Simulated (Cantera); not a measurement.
**Ignition delay**

Mixture: CO : H2 : O2 : N2 = 1 : 0.21 : 0.302 : 1.14 (molar parts), equivalence ratio 2.0, at 975 Torr, adiabatic and at constant volume. Ignition delay is the time to a rise of 400 K.

Cantera simulation using GRI-Mech 3.0 (53 species, 325 reactions); the numbers are that mechanism's predictions, not measurements. Where the delays flatten at high temperature, the 400 K rule measures the pace of heat release, not the induction time.

```tsv
T0 (K)	delay (ms)
1448	0.0251
1523	0.0218
1598	0.0198
1673	0.0187
1748	0.0184
```
